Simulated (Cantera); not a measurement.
Input: 1 mol Fe₂O₃, 0.27 mol HCl, 0.094 mol H₂, held at 0.230 bar.

Equilibrium computed with Cantera from the NASA thermochemical tables; the gas is ideal and each condensed phase is pure. Candidate condensed phases: Fe, FeCl₂, FeCl₃, FeO, Fe(OH)₂, Fe(OH)₃, Fe₂O₃, Fe₃O₄, H₂O; 22 gas species. Mutual solubility and eutectic melting of coexisting phases are not modelled. The numbers say what is thermodynamically allowed, not how fast it happens. All values below are at 825 °C.

Base state: HCl 0.722, H₂O 0.269, FeCl₂ 0.00787, FeCl₃ 0.00164, Fe₂Cl₄ 3.51e-5, Cl₂ 2.56e-5, Cl 1.56e-5 (mole fractions); condensed: Fe₂O₃(s) + Fe₃O₄(s).

### Question
What changes in the equilibrium state with this change: HCl from 0.27 to 0.58 mol?

### Answer
```
species         before     after
-------------  -------  --------
HCl              0.722     0.814
H₂O              0.269     0.164
FeCl₂          0.00787    0.0164
Fe₂Cl₄         3.51e-5  0.000153
FeCl₃          0.00164   0.00494
Fe₂O₃(s), mol    0.721     0.727
Fe₃O₄(s), mol    0.185     0.177
```
